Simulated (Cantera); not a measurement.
# SiO₂ + C + N₂ (carbothermic reduction)

Input: 1 mol SiO₂, 0.33 mol C, 8.4 mol N₂, held at 1050 K and 100000 Pa.

These are equilibrium values from Cantera (NASA tables, ideal gas, pure condensed phases), not measurements of a reactor. Candidate condensed phases: C, Si, SiC, SiO₂, Si₂N₂O, Si₃N₄; 34 gas species. N₂ is the only nitrogen source here; it is nearly inert below about 1500 K, so the nitride shown seldom forms there in practice. Mutual solubility and eutectic melting of coexisting phases are not modelled. Kinetics and transport are ignored.

- x(N₂): 0.999
- x(CO): 0.00105
- n(C(graphite)): 0.321 mol
- n(SiO₂(β-quartz)): 0.994 mol
- n(Si₂N₂O(s)): 0.00294 mol
- gas amount: 8.406 mol
- log10 activity of Si(s) (absent): -9.56
